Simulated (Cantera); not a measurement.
Feed: 1 mol CH3SiCl3, 2.6 mol HCl, 11 mol H2, equilibrated at 10.0 mbar.

Cantera equilibrium calculation (NASA polynomials, part measured and part estimated; ideal gas, pure solids and liquids). Candidate condensed phases: C, C6H6, C7H8, C8H18, Si, SiC; 109 gas species. The feed counts by its element totals alone. The tables' values for SiCl, SiCl3 are old estimates; treat these amounts as uncertain. Equilibrium is a limit: real reactors are often held back by kinetics, nucleation or transport.

### Question
At 2098 K, list the 7 most abundant gas species with their mole fractions, and the condensed phases.

### Answer
H2 0.662, HCl 0.282, H 0.0250, SiCl2 0.0200, Cl 0.00786, Si 0.00101, C2H2 (acetylene) 0.000945. Condensed: C(graphite) + SiC(s).
